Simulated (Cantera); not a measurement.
Source: NASA polynomial tables (part measured, part estimated), evaluated in Cantera. Values are per mole of reaction as written; species without (g) are pure solids or liquids, kept so even where they would boil at 1 bar. TaC: taken at fixed stoichiometry.

6 Ta + C₆H₆(g) ⇌ 6 TaC + 6 H(g), with ΔH° = 360.7 kJ and ΔS° = 425.3 J/K at 300 K.

Task: How far is the shortcut ΔG° ≈ ΔH°(300 K) − T·ΔS°(300 K) from the full temperature-dependent value at 1473, 1498, 1523, 1548, 1573, 1598, 1623, 1648, 1673, 1698, 1723 K?

Result: 
```csv
T (K),shortcut (kJ),full (kJ),difference (kJ),difference in log10 K
1473,-265.7,-368.4,102.7,-3.64
1498,-276.3,-382.1,105.7,-3.69
1523,-287.0,-395.8,108.8,-3.73
1548,-297.6,-409.5,111.9,-3.78
1573,-308.2,-423.2,115.0,-3.82
1598,-318.9,-437.0,118.2,-3.86
1623,-329.5,-450.8,121.3,-3.90
1648,-340.1,-464.6,124.5,-3.94
1673,-350.7,-478.4,127.6,-3.98
1698,-361.4,-492.2,130.8,-4.02
1723,-372.0,-506.0,134.0,-4.06
```
The shortcut ignores the heat-capacity change of the reaction.
